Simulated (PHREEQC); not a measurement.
Make-up at 25 °C: 0.076 mol/kgw K2CO3 and 3.1e-05 mol/kgw Na2B4O7. Closed to the air; pH follows from the charge balance.

Computed with PHREEQC (ion-association model, wateq4f.dat).

```tsv
quantity	before	after
pH	11.32	10.59
ionic strength (mol/kgw)	0.225	0.219
```

Problem. What was changed between the two runs?
(A) temperature from 25 to 70 °C
(B) 0.0039 mol/kgw NH4HCO3 added
(C) 0.072 mol/kgw LiI added
(D) K2CO3 left out
(E) Na2B4O7 left out

Solution. A, temperature from 25 to 70 °C

No solid was allowed to form. Away from 25 °C the constants follow the database's enthalpies or fits; those with neither stay at their 25 °C values.
